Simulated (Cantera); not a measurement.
Input: 1 mol Si, 0.047 mol H2O, 62 mol N2, held at 4800 Pa.

These are equilibrium values from Cantera (NASA tables, ideal gas, pure condensed phases), not measurements of a reactor. Candidate condensed phases: H2O, Si, SiO2, Si2N2O, Si3N4; 35 gas species. Mutual solubility and eutectic melting of coexisting phases are not modelled. Kinetics and transport are ignored.

Question: What share of the Si ends up in condensed phases as a function of T (K), at 1548, 1598, 1648, 1698, 1748, 1798, 1848, 1898, 1948, 1998, 2048, 2098, 2148?

Answer: 
| T (K) | Si condensed (%) | as |
|---|---|---|
| 1548 | 100.0 | Si2N2O(s) + Si3N4(s) |
| 1598 | 99.8 | Si2N2O(s) + Si3N4(s) |
| 1648 | 99.3 | Si2N2O(s) + Si3N4(s) |
| 1698 | 97.6 | Si2N2O(s) + Si3N4(s) |
| 1748 | 95.3 | Si3N4(s) |
| 1798 | 95.1 | Si3N4(s) |
| 1848 | 94.8 | Si3N4(s) |
| 1898 | 93.5 | Si3N4(s) |
| 1948 | 91.5 | Si(l) |
| 1998 | 88.5 | Si(l) |
| 2048 | 83.4 | Si(l) |
| 2098 | 75.1 | Si(l) |
| 2148 | 61.7 | Si(l) |
